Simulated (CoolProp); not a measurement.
Saturation properties of water (Tc = 647.1 K, pc = 22060 kPa, ω = 0.344).

Model: reference Helmholtz-energy equation of state, Wagner 2002, in CoolProp.

| T (K) | p (kPa) | enthalpy of vaporisation (kJ/kg) | vapour Z | surface tension (mN/m) | vapour viscosity (µPa s) | liquid conductivity (mW/(m K)) |
|---|---|---|---|---|---|---|
| 292.5 | 2.247 | 2455 | 0.9987 | 72.9 | 9.52 | 597 |
| 324.9 | 13.47 | 2378 | 0.9959 | 67.7 | 10.6 | 643 |
| 357.3 | 55.97 | 2297 | 0.9895 | 61.9 | 11.7 | 670 |
| 389.8 | 178.5 | 2211 | 0.9775 | 55.6 | 12.8 | 682 |
| 422.2 | 464.2 | 2117 | 0.9576 | 48.9 | 13.9 | 681 |
| 454.7 | 1039 | 2009 | 0.9278 | 41.7 | 15.0 | 671 |
| 487.1 | 2063 | 1883 | 0.8865 | 34.3 | 16.1 | 650 |
| 519.5 | 3737 | 1734 | 0.8319 | 26.7 | 17.3 | 621 |
| 552 | 6306 | 1550 | 0.7607 | 19.1 | 18.6 | 583 |
| 584.4 | 10030 | 1315 | 0.6679 | 11.7 | 20.2 | 535 |

It boils at 373.1 K under 1 atm.

Viscosity comes from a separate model (Huber 2009). Thermal conductivity comes from a separate model (Huber 2012). Surface tension comes from a separate correlation (Mulero 2012).
